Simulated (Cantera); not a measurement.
What does this Cantera script print?

```python
import numpy as np
import cantera as ct

gas = ct.Solution("gri30.yaml")


def delay(T, t_max=10):
    gas.TPX = T, 730000, {'CH4': 1, 'C2H6': 0.14, 'C3H8': 1.4, 'O2': 16.6, 'N2': 62.6, 'CO2': 2.4}
    reactor = ct.IdealGasReactor(gas, clone=False)
    net = ct.ReactorNet([reactor])
    net.rtol, net.atol = 1e-8, 1e-16
    while net.time < t_max:
        t_old, T_old = net.time, reactor.T
        net.step()
        if reactor.T > T + 400:  # ignition: a rise of 400 K
            return t_old + (T + 400 - T_old) / (reactor.T - T_old) * (net.time - t_old)
    return np.nan


taus = []
for T in [1275, 1350, 1425, 1500, 1575]:
    taus.append(delay(T))
    print(f"T0 = {T:6g} K   tau = {taus[-1]:.4e} s")

# d ln(tau) / d ln(k), from doubling and halving each rate constant
T, sens = 1500, []
for i in range(gas.n_reactions):
    gas.set_multiplier(2.0, i)
    up = delay(T)
    gas.set_multiplier(0.5, i)
    down = delay(T)
    gas.set_multiplier(1.0, i)
    sens.append((np.log(up / down) / np.log(4.0), gas.reaction(i).equation))
sens.sort(key=lambda x: -abs(x[0]))
print(f"sensitivities at {T} K")
for s, eq in sens[:10]:
    print(f"{s:8.3f}  {eq}")
```

It prints:

```
T0 =   1275 K   tau = 4.4396e-04 s
T0 =   1350 K   tau = 1.4606e-04 s
T0 =   1425 K   tau = 5.5141e-05 s
T0 =   1500 K   tau = 2.4044e-05 s
T0 =   1575 K   tau = 1.1988e-05 s
sensitivities at 1500 K
  -0.437  C2H5 + CH3 (+M) <=> C3H8 (+M)
  -0.393  H + O2 <=> O + OH
  -0.360  CH3 + HO2 <=> CH3O + OH
   0.207  2 CH3 (+M) <=> C2H6 (+M)
   0.206  C3H8 + H <=> C3H7 + H2
  -0.142  C2H4 + OH <=> C2H3 + H2O
   0.115  C3H8 + OH <=> C3H7 + H2O
  -0.093  C2H5 + O2 <=> C2H4 + HO2
  -0.082  CH3 + O2 <=> CH3O + O
   0.072  CH3 + H (+M) <=> CH4 (+M)
```

Detailed kinetics in Cantera: GRI-Mech 3.0 (53 species, 325 reactions). GRI-Mech 3.0 was tuned for natural gas; its chemistry of propane as a main component is partial and can be far from experiment.
